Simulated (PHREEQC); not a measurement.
Dissolve 0.0011 mol Cu(NO3)2, 0.11 mol HCl and 0.0001 mol NaCl per kg of water at 25 °C. Closed to the air; pH follows from the charge balance.

All values are PHREEQC results (ion-association model, wateq4f.dat), not measurements.

```
quantity                    before    after
------------------------  --------  -------
pH                            1.04     1.05
ionic strength (mol/kgw)     0.113    0.141
CuCl+ (mol/kgw)           0.000112  0.00105
CuCl2 (mol/kgw)            3.70e-6  3.26e-5
CuCl3- (mol/kgw)           1.47e-9  1.29e-8
SI of Halite (NaCl)          -6.77    -6.79
SI of Tenorite (CuO)         -8.95    -7.97
```

**Question.** What was changed between the two runs?
A. Cu(NO3)2 from 0.0011 to 0.011 mol/kgw
B. 0.16 mol/kgw H2SO4 added
C. 0.0033 mol/kgw HF added
D. temperature from 25 to 80 °C
E. temperature from 25 to 5 °C

**Answer.** A, Cu(NO3)2 from 0.0011 to 0.011 mol/kgw

This is a speciation only: nothing precipitates in the calculation.
